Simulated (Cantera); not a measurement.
Charge: 1 mol Cr, 11 mol NH3, 280 mol H2, equilibrated at 75.0 Torr.

Cantera equilibrium calculation (NASA polynomials, part measured and part estimated; ideal gas, pure solids and liquids). Candidate condensed phases: Cr, CrN, Cr2N; 11 gas species. Rates play no part.

### Question
Which condensed phases are stable at each of these points (T (°C)): 600, 750, 900, 1050, 1200, 1350, 1500, 1650?

### Answer
```
T (°C)  condensed phases  Cr condensed (%)
------  ----------------  ----------------
600               CrN(s)             100.0
750              Cr2N(s)             100.0
900              Cr2N(s)             100.0
1050               Cr(s)             100.0
1200               Cr(s)              99.9
1350               Cr(s)              98.3
1500               Cr(s)              80.9
1650            gas only               0.0
```

At 600 °C the condensed part is CrN(s). From 750 °C to 900 °C the condensed part is Cr2N(s). From 1050 °C to 1500 °C the condensed part is Cr(s). At 1650 °C nothing is condensed.
